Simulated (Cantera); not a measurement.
Cantera run:

```python
import numpy as np
import cantera as ct

gas_names = """
    Br Br2 H HBr H2 Si SiBr SiBr2 SiBr3 SiBr4 SiH SiHBr3 SiH2 SiH2Br2 SiH3 SiH3Br SiH4 Si2 Si3
""".split()
cond_names = """
    Br2(cr) Br2(L) Si(cr) Si(L)
""".split()


# ... load() reads the species with a 1 bar reference pressure and builds the phases ...
atoms = {
    'Si': {'Si': 1},
    'Br2': {'Br': 2},
    'H2': {'H': 2},
}
top_T = {}  # K; cautious upper limits of use, not melting points


# ... equilibrate(T, P, feed) seeds the gas with the atoms and calls Mixture.equilibrate('TP', solver="vcs", rtol=1e-11, max_steps=5000) ...
results = []
feed = {'Si': 1, 'Br2': 1.5, 'H2': 56}  # mol
T = 623  # K
P = 14000  # Pa
mix = equilibrate(T, P, feed)
results.append((T, P, feed, dict(zip(mix.species_names, mix.species_moles))))
x = sorted(zip(gas.X, gas.species_names), reverse=True)
print(f"T = {T:g} K  P = {P:g} Pa  gas = {mix.phase_moles(0):.4g} mol")
print("   x: " + "  ".join(f"{s} {v:.3e}" for v, s in x if v > 0.001))
print("   condensed (mol): " + ("  ".join(f"{mix.phase(i).name} {mix.phase_moles(i):.4g}"
      for i in range(1, mix.n_phases) if mix.phase_moles(i) > 1e-12) or "none"))
```

Result:

```
T = 623 K  P = 14000 Pa  gas = 56.73 mol
   x: H2 9.862e-01  SiBr4 1.202e-02  SiHBr3 1.480e-03
   condensed (mol): Si(cr) 0.2292
```

Cantera equilibrium calculation (NASA polynomials, part measured and part estimated; ideal gas, pure solids and liquids).
